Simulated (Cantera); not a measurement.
An isothermal, constant-pressure homogeneous reactor starts with C2H6 : H2 = 1 : 85 (molar parts), at 1075 K and 0.0168 atm.

Cantera simulation using GRI-Mech 3.0 (53 species, 325 reactions); the numbers are that mechanism's predictions, not measurements. GRI-Mech 3.0 stops at C3 and has no aromatics, soot or wall deposition, so with more carbon than oxygen in the feed, carbon stays in small species such as C2H2 where larger ones or solid carbon would form. Radical loss at walls, strong at low pressure, is not modelled.

Problem. Predict: x(C2H6) at 1.00 s; x(H2) at 1.00 s; x(C2H4) at 1.00 s; x(CH4) at 1.00 s; x(C2H2) at 1.00 s.

Solution. 
| Item | Value |
|---|---|
| x(C2H6) at 1.00 s | 0.00247 (gas-phase equilibrium 1.80e-7) |
| x(H2) at 1.00 s | 0.987 (gas-phase equilibrium 0.977) |
| x(C2H4) at 1.00 s | 0.00749 (gas-phase equilibrium 1.34e-5) |
| x(CH4) at 1.00 s | 0.00299 (gas-phase equilibrium 0.0232) |
| x(C2H2) at 1.00 s | 8.12e-5 (gas-phase equilibrium 7.60e-6) |
